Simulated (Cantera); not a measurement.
A closed system holds: 1 mol NH₃, 0.0082 mol SO₂, 1.4 mol H₂, held at 1323 K and 7.50 Torr.

Equilibrium computed with Cantera from the NASA thermochemical tables; the gas is ideal and each condensed phase is pure. Candidate condensed phases: H₂O, H₂SO₄, S; 35 gas species. The numbers say what is thermodynamically allowed, not how fast it happens.

Base state: H₂ 0.846, N₂ 0.147, H₂O 0.00482, H₂S 0.00237, SH 1.96e-5, H 1.46e-5 (mole fractions); condensed: gas only.

What changes in the equilibrium state with this change: temperature from 1323 K to 1898 K?


```
species   before     after
-------  -------  --------
H₂         0.846     0.839
N₂         0.147     0.146
H        1.46e-5   0.00716
H₂S      0.00237  0.000974
S        1.16e-7  0.000231
SH       1.96e-5  0.000757
S₂       8.55e-6  0.000215
```

What changes in the equilibrium state with this change: NH₃ replaced by H₂S?


| species | before | after |
|---|---|---|
| H₂ | 0.846 | 0.701 |
| H₂S | 0.00237 | 0.201 |
| S₂ | 8.55e-6 | 0.0895 |
| N₂ | 0.147 | 0 |
| S | 1.16e-7 | 1.19e-5 |
| SH | 1.96e-5 | 0.00183 |
| H₂O | 0.00482 | 0.00621 |
| H | 1.46e-5 | 1.33e-5 |
